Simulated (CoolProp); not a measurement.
A single-stage vapour-compression cycle with R245fa: evaporating at 329.15 K (dew point), condensing at 378.15 K (bubble point), superheat 0 K, subcooling 0 K, compressor efficiency 0.8, no pressure losses. Each further row changes one setting.

Model: reference Helmholtz-energy equation of state, Akasaka 2015, in CoolProp.

| case | cooling COP | pressure ratio | discharge temperature (K) | refrigerating effect (kJ/kg) | volumetric capacity (kJ/m³) |
|---|---|---|---|---|---|
| as stated | 3.68 | 3.43 | 378.1 | 98.7 | 2240 |
| evaporating temperature 334.15 K | 4.32 | 2.97 | 378.1 | 102 | 2680 |
| condensing temperature 373.15 K | 4.34 | 3.07 | 373.1 | 107 | 2420 |
| subcooling 5 K | 3.98 | 3.43 | 378.1 | 107 | 2420 |
| superheat 10 K | 3.82 | 3.43 | 383.4 | 109 | 2360 |
| compressor efficiency 0.7 | 3.22 | 3.43 | 378.1 | 98.7 | 2240 |

The compression ends wet for: as stated; evaporating temperature 334.15 K; condensing temperature 373.15 K; subcooling 5 K; compressor efficiency 0.7.
